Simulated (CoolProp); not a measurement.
Vapour-liquid equilibrium of R22 (1) + methanol (2) at 0.114 MPa; x and y are mole fractions of (1).

The numbers come from the multi-fluid Helmholtz-energy mixture model, Kamei 1995 and de Reuck 1993; pair parameters Bell 2016 in CoolProp.

| x | bubble temperature (°C) | y at the bubble point | dew temperature at overall composition x (°C) | liquid density (mol/L) |
|---|---|---|---|---|
| 0.05 | ___ | 0.820 | ___ | ___ |
| 0.2 | -9.3 | 0.983 | 61.8 | 23.16 |
| 0.35 | -21.1 | 0.994 | 56.8 | 21.87 |
| 0.5 | ___ | 0.996 | 50.7 | ___ |
| 0.65 | -31.1 | 0.998 | ___ | 19.19 |
| 0.8 | -34.2 | 0.999 | 31.2 | 17.89 |
| 0.95 | -37.2 | 1.000 | ___ | ___ |

Complete the blanks.


- 0.05, bubble temperature (°C): 29.1
- 0.05, dew temperature at overall composition x (°C): 66.2
- 0.05, liquid density (mol/L): 23.80
- 0.5, bubble temperature (°C): -27.1
- 0.5, liquid density (mol/L): 20.52
- 0.65, dew temperature at overall composition x (°C): 42.8
- 0.95, dew temperature at overall composition x (°C): 6.5
- 0.95, liquid density (mol/L): 16.63

No azeotrope shows between x = 0.05 and 0.95.

The pair parameters rest on a limited set of measurements; away from them the model extrapolates.
